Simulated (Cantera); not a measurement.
A freely propagating, adiabatic, planar premixed flame of 8.46 % CH4, 19.2 % O2, 72.3 % N2, equivalence ratio 0.88, unburnt at 425 K and 1.00 bar; mixture-averaged transport, grid criteria slope 0.08 and curve 0.16, no radiation.

Computed with Cantera and GRI-Mech 3.0 (53 species, 325 reactions). Burning velocities carry a grid error of a few per cent, more on coarse grids.

Predict: laminar burning velocity; thermal thickness; peak x(H); peak x(CH3).


- laminar burning velocity = 61.0 cm/s
- thermal thickness = 0.413 mm
- peak x(H) = 0.00518
- peak x(CH3) = 0.00172
